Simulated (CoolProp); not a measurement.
The numbers come from the reference Helmholtz-energy equation of state, Rui 2013 in CoolProp.

Question: For R236EA, give the phase and the density (kg/m³), cv (kJ/(kg K)), speed of sound (m/s), conductivity (mW/(m K)) at 412 K and 0.75 MPa; 412 K and 1.5 MPa; 412 K and 4.5 MPa.

Answer: 
- 412 K and 0.75 MPa: gas; density 36.2, cv 0.973, speed of sound 144, conductivity 23.3
- 412 K and 1.5 MPa: gas; density 80.3, cv 0.994, speed of sound 131, conductivity 24.0
- 412 K and 4.5 MPa: liquid; density 914, cv 1.06, speed of sound 168, conductivity 47.1

Thermal conductivity comes from a separate model (Huber 2003), an estimate that may be off by 10 % or more.
